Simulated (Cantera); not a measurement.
# Counterflow diffusion flame

A counterflow diffusion flame at 0.380 bar, nozzles 20 mm apart: fuel side 69.4 % H2, 30.6 % N2 at 500 K, oxidiser side 28.0 % O2, 72.0 % N2 at 500 K, fuel mass flux 0.64 times the oxidiser's; mixture-averaged transport, no radiation.

Detailed kinetics in Cantera: the H2/O2 subset of GRI-Mech 3.0, which has no nitrogen chemistry. The maximum strain rate includes the flame's own expansion and is several times the mean.

```
oxidiser flux (kg/m²/s)  max strain (1/s)  mean strain (1/s)  T max (K)  peak x OH  peak x H  peak x H2O  peak x HO2
-----------------------  ----------------  -----------------  ---------  ---------  --------  ----------  ----------
0.23                                  471                124       2234     0.0266    0.0328       0.299     6.59e-5
0.34                                  663                183       2159     0.0259    0.0367       0.295     7.94e-5
0.52                                  961                280       2073     0.0246    0.0412       0.291     9.30e-5
0.78                                 1380                421       1992     0.0232    0.0458       0.287    0.000107
1.2                                  2050                647       1902     0.0214    0.0508       0.283    0.000122
1.8                                  2970                971       1817     0.0195    0.0555       0.278    0.000136
2.7                                  4300               1460       1730     0.0174    0.0596       0.273    0.000152
```
x: mole fraction; the columns are a selection and need not sum to one.
